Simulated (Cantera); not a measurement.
Input: 1 mol SiC, 0.032 mol N2O, 28 mol N2, held at 1577 °C and 2.50 bar.

Method: chemical equilibrium by Gibbs-energy minimisation in Cantera with the NASA 1993 tables (ideal gas, pure condensed phases). Candidate condensed phases: C, Si, SiC, SiO2, Si2N2O, Si3N4; 34 gas species. Mutual solubility and eutectic melting of coexisting phases are not modelled. Kinetics and transport are ignored.

Base state: N2 0.999, CO 0.00113, SiO 1.23e-5 (mole fractions); condensed: SiC(s) + Si3N4(s).

Question: What changes in the equilibrium state with this change: temperature from 1577 °C to 900 °C?

Answer: 
```csv
species,before,after
N2,0.999,1.00
CO,0.00113,3.14e-8
SiO,1.23e-5,<1e-9
"SiC(s), mol",0.968,0
"Si3N4(s), mol",0.0104,0.312
"C(graphite), mol",0,1.000
"Si2N2O(s), mol",0,0.0320
```
